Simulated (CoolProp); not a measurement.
Acetone along the isotherm 240.85 °C: fugacity coefficient from the reference equation and from simpler models built on Tc = 235.0 °C, pc = 4.692 MPa, ω = 0.307; each cubic takes its own stable root.

Model: reference Helmholtz-energy equation of state, Lemmon 2006, in CoolProp. It is a short technical equation, of lower accuracy than the large ones.

```json
[
 {"p (MPa)": "0.148", "phase": "gas", "reference": "0.9881", "van der Waals": "0.9909", "Redlich-Kwong": "0.9896", "Soave-Redlich-Kwong": "0.9897", "Peng-Robinson": "0.9885"},
 {"p (MPa)": "0.338", "phase": "gas", "reference": "0.9729", "van der Waals": "0.9792", "Redlich-Kwong": "0.9764", "Soave-Redlich-Kwong": "0.9765", "Peng-Robinson": "0.9739"},
 {"p (MPa)": "0.769", "phase": "gas", "reference": "0.9389", "van der Waals": "0.9529", "Redlich-Kwong": "0.9465", "Soave-Redlich-Kwong": "0.9469", "Peng-Robinson": "0.9410"},
 {"p (MPa)": "1.75", "phase": "gas", "reference": "0.8637", "van der Waals": "0.8931", "Redlich-Kwong": "0.8797", "Soave-Redlich-Kwong": "0.8805", "Peng-Robinson": "0.8684"},
 {"p (MPa)": "3.98", "phase": "gas", "reference": "0.7004", "van der Waals": "0.7548", "Redlich-Kwong": "0.7300", "Soave-Redlich-Kwong": "0.7321", "Peng-Robinson": "0.7103"},
 {"p (MPa)": "9.06", "phase": "supercritical", "reference": "0.3923", "van der Waals": "0.4638", "Redlich-Kwong": "0.4330", "Soave-Redlich-Kwong": "0.4373", "Peng-Robinson": "0.4147"},
 {"p (MPa)": "20.6", "phase": "supercritical", "reference": "0.2326", "van der Waals": "0.3309", "Redlich-Kwong": "0.2810", "Soave-Redlich-Kwong": "0.2843", "Peng-Robinson": "0.2593"},
 {"p (MPa)": "46.9", "phase": "supercritical", "reference": "0.1858", "van der Waals": "0.3795", "Redlich-Kwong": "0.2597", "Soave-Redlich-Kwong": "0.2631", "Peng-Robinson": "0.2226"}
]
```
